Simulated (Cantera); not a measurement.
Cantera run:

```python
import numpy as np
import cantera as ct

gas_names = """
    F Ca SF4 SF6
""".split()
cond_names = """
    CaS(s) CaF2(a) CaF2(b) CaF2(L)
""".split()


# ... load() reads the species with a 1 bar reference pressure and builds the phases ...
species = {s.name: s for s in load("nasa_gas.yaml", gas_names) + load("nasa_condensed.yaml", cond_names)}
# Each term lists the table entries of one substance; the one whose range holds T is used.
reactions = {
    '4 F(g) + CaS = Ca(g) + SF4(g)':
        [(-4, ['F']), (-1, ['CaS(s)']), (1, ['Ca']), (1, ['SF4'])],
    'CaS + 3 SF6(g) = CaF2 + 4 SF4(g)':
        [(-1, ['CaS(s)']), (-3, ['SF6']), (1, ['CaF2(a)', 'CaF2(b)', 'CaF2(L)']), (4, ['SF4'])],
}


def pick(names, T):
    return next(species[n] for n in names if species[n].thermo.min_temp <= T <= species[n].thermo.max_temp)


results = []
for label, terms in reactions.items():
    print(label)
    print("     T/K   dH/kJ  dS/(J/K)   dG/kJ   log10 K")
    for T in [300, 1723, 1873, 2023, 2173, 2323, 2473, 2623]:
        used = [(nu, pick(names, T)) for nu, names in terms]
        dH = sum(nu * s.thermo.h(T) for nu, s in used) / 1e6
        dS = sum(nu * s.thermo.s(T) for nu, s in used) / 1e3
        dG = dH - T * dS / 1e3
        logK = -dG * 1e6 / (ct.gas_constant * T * np.log(10))
        results.append((label, T, dH, dS, dG, logK, [s.name for _, s in used]))
        print(f"{T:8g} {dH:8.1f} {dS:8.1f} {dG:8.1f} {logK:8.2f}")
```

Output:

```
4 F(g) + CaS = Ca(g) + SF4(g)
     T/K   dH/kJ  dS/(J/K)   dG/kJ   log10 K
     300   -429.8   -237.3   -358.6    62.44
    1723   -454.9   -273.9     17.1    -0.52
    1873   -456.9   -275.0     58.2    -1.62
    2023   -458.9   -276.1     99.6    -2.57
    2173   -461.0   -277.1    141.1    -3.39
    2323   -463.1   -278.0    182.7    -4.11
    2473   -465.2   -278.9    224.5    -4.74
    2623   -467.3   -279.7    266.4    -5.30
CaS + 3 SF6(g) = CaF2 + 4 SF4(g)
     T/K   dH/kJ  dS/(J/K)   dG/kJ   log10 K
     300   -143.8    336.2   -244.7    42.60
    1723    -89.9    383.2   -750.2    22.74
    1873    -89.3    383.5   -807.7    22.53
    2023    -88.9    383.8   -865.3    22.34
    2173    -88.6    383.9   -922.8    22.18
    2323    -88.5    384.0   -980.4    22.05
    2473    -88.4    384.0  -1038.0    21.92
    2623    -88.5    384.0  -1095.6    21.82
```

Standard-state values (1 bar) from the NASA 1993 polynomials, evaluated with Cantera. Condensed species are held in their standard states even where they would react or evaporate.
